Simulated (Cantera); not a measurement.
## Silicon epitaxy and polysilicon growth: Si₃H₈ + Cl₂ + N₂ + H₂O

A closed system holds: 1 mol Si₃H₈, 0.011 mol Cl₂, 64 mol N₂, 0.00012 mol H₂O, held at 3600 Pa.

Method: chemical equilibrium by Gibbs-energy minimisation in Cantera with the NASA 1993 tables (ideal gas, pure condensed phases). Candidate condensed phases: H₂O, NH₄Cl, Si, SiO₂, Si₂N₂O, Si₃N₄; 47 gas species. The feed counts by its element totals alone. N₂ is the only nitrogen source here; it is nearly inert below about 1500 K, so the nitride shown seldom forms there in practice. Mutual solubility and eutectic melting of coexisting phases are not modelled. Kinetics and transport are ignored.

From 1248 K to 1448 K the condensed part is Si₂N₂O(s) + Si₃N₄(s). From 1498 K to 1598 K the condensed part is Si₃N₄(s).

```csv
T (K),x N₂,x H₂,x HCl,x H,x SiO,x Cl,x SiCl₂,n Si₂N₂O(s),n Si₃N₄(s)
1248,0.939,0.0604,0.000333,6.05e-7,2.25e-10,2.85e-9,1.07e-9,0.000120,1.000
1298,0.939,0.0604,0.000333,1.39e-6,1.95e-9,6.46e-9,2.84e-9,0.000120,1.000
1348,0.939,0.0604,0.000333,3.00e-6,1.43e-8,1.38e-8,6.98e-9,0.000119,1.000
1398,0.939,0.0604,0.000333,6.13e-6,9.13e-8,2.78e-8,1.61e-8,0.000114,1.000
1448,0.939,0.0604,0.000333,1.19e-5,5.10e-7,5.36e-8,3.49e-8,8.62e-5,1.000
1498,0.939,0.0604,0.000333,2.23e-5,1.82e-6,9.90e-8,7.18e-8,0,1.000
1548,0.939,0.0604,0.000333,3.99e-5,1.82e-6,1.75e-7,1.41e-7,0,1.000
1598,0.939,0.0604,0.000332,6.89e-5,1.82e-6,3.00e-7,2.63e-7,0,1.000
```
x: gas mole fraction; n: condensed amount in mol.
